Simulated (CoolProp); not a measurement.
Hexamethyldisiloxane (MM) along the isobar 2390 kPa: fugacity coefficient from the reference equation and from simpler models built on Tc = 518.7 K, pc = 1931 kPa, ω = 0.418; each cubic takes its own stable root.

Model: reference Helmholtz-energy equation of state, Thol 2016, in CoolProp.

| T (K) | phase | reference |
|---|---|---|
| 438.7 | liquid | 0.1966 |
| 464.6 | liquid | 0.2945 |
| 490.5 | liquid | 0.4110 |
| 516.4 | liquid | 0.5381 |
| 542.3 | supercritical | 0.6451 |
| 568.2 | supercritical | 0.7069 |
| 594.1 | supercritical | 0.7537 |
| 620 | supercritical | 0.7918 |

Problem. How far does each simpler model (Soave-Redlich-Kwong, Peng-Robinson) lie from the reference over these 8 states: mean and median of the absolute difference, and the worst?

Solution. 
- Soave-Redlich-Kwong: mean 3.3 %, median 3.0 %, worst +4.6 % at 464.6 K and 2390 kPa
- Peng-Robinson: mean 0.9 %, median 0.9 %, worst -1.6 % at 542.3 K and 2390 kPa
